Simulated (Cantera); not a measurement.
Standard-state values (1 bar) from the NASA 1993 polynomials, evaluated with Cantera. Values are per mole of reaction as written; species without (g) are pure solids or liquids, kept so even where they would boil at 1 bar.

2 SF₆(g) + MgS ⇌ Mg + 3 SF₄(g)

```tsv
T (K)	ΔH° (kJ)	ΔS° (J/K)	ΔG° (kJ)	log10 K	condensed phases
300	497.2	298.2	407.8	-71.00	MgS(s), Mg(s)
448	___	___	___	___	MgS(s), Mg(s)
548	499.1	303.2	332.9	-31.73	MgS(s), Mg(s)
648	498.9	302.9	302.6	-24.39	MgS(s), Mg(s)
748	___	___	___	___	MgS(s), Mg(s)
848	498.0	301.7	242.1	-14.92	MgS(s), Mg(s)
948	505.9	310.2	211.8	-11.67	MgS(s), Mg(l)
1048	505.4	309.8	180.8	-9.01	MgS(s), Mg(l)
```

Task: Fill in the missing entries.

Result: 
- 448, ΔH° (kJ): 498.8
- 448, ΔS° (J/K): 302.7
- 448, ΔG° (kJ): 363.2
- 448, log10 K: -42.35
- 748, ΔH° (kJ): 498.5
- 748, ΔS° (J/K): 302.3
- 748, ΔG° (kJ): 272.4
- 748, log10 K: -19.02
